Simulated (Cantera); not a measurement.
Feed: 1 mol Fe(CO)5, 0.73 mol CO, 0.61 mol H2, 0.25 mol O2, at 10000 Pa.

Cantera equilibrium calculation (NASA polynomials, part measured and part estimated; ideal gas, pure solids and liquids). Candidate condensed phases: C, C6H6, C7H8, C8H18, Fe, Fe(CO)5, FeO, Fe(OH)2, Fe(OH)3, Fe2O3, Fe3O4, H2O; 114 gas species. Equilibrium is a limit: real reactors are often held back by kinetics, nucleation or transport. All values below are at 902 °C.

Base state: CO 0.834, H2 0.0869, CO2 0.0696, H2O 0.00928 (mole fractions); condensed: Fe(α).

Q: What changes in the equilibrium state with this change: Fe(CO)5 replaced by PbO?

A: 
```json
[
 {"species": "CO2", "before": "0.0696", "after": "0.542"},
 {"species": "H2O", "before": "0.00928", "after": "0.453"},
 {"species": "Pb", "before": "0", "after": "0.00435"},
 {"species": "CO", "before": "0.834", "after": "0.000186"},
 {"species": "H2", "before": "0.0869", "after": "0.000121"},
 {"species": "PbO", "before": "0", "after": "0.000403"},
 {"species": "Fe(α), mol", "before": "1.00", "after": "0"},
 {"species": "Pb(l), mol", "before": "0", "after": "0.834"},
 {"species": "PbO(l), mol", "before": "0", "after": "0.160"}
]
```
Each liquid is taken as pure. Mutual solubility and eutectic melting of coexisting phases are not modelled. Further candidate phases: Pb, PbO, PbO2, Pb3O4.
